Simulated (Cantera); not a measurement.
**Thermodynamics of abatement and gas-phase synthesis, feed HI + O2**

Charge: 1 mol HI, a varied amount of O2, at 3173.15 K and 190 bar.

Equilibrium computed with Cantera from the NASA thermochemical tables; the gas is ideal and each condensed phase is pure. Candidate condensed phases: H2O, I2; 12 gas species. The ideal-gas law is rough above about 30 bar. Equilibrium is a limit: real reactors are often held back by kinetics, nucleation or transport.

| n(O2) (mol) | x I | x H2O | x HI | x H2 | x O2 | x I2 | x OH | x H |
|---|---|---|---|---|---|---|---|---|
| 0.025 | 0.450 | 0.0379 | 0.253 | 0.216 | 9.80e-7 | 0.0335 | 0.000582 | 0.00881 |
| 0.037 | 0.454 | 0.0559 | 0.246 | 0.201 | 2.47e-6 | 0.0341 | 0.000891 | 0.00849 |
| 0.054 | 0.460 | 0.0812 | 0.235 | 0.179 | 6.55e-6 | 0.0350 | 0.00137 | 0.00802 |
| 0.079 | 0.469 | 0.118 | 0.218 | 0.148 | 2.01e-5 | 0.0364 | 0.00218 | 0.00730 |
| 0.12 | 0.486 | 0.176 | 0.187 | 0.101 | 9.63e-5 | 0.0391 | 0.00395 | 0.00603 |
| 0.17 | 0.511 | 0.241 | 0.140 | 0.0514 | 0.000701 | 0.0431 | 0.00759 | 0.00430 |
| 0.25 | 0.535 | 0.292 | 0.0711 | 0.0121 | 0.0186 | 0.0473 | 0.0190 | 0.00208 |
| 0.37 | 0.511 | 0.279 | 0.0457 | 0.00547 | 0.0827 | 0.0432 | 0.0269 | 0.00140 |
x: gas mole fraction; nothing condenses.

From 0.025 mol O2 to 0.37 mol O2 nothing is condensed.
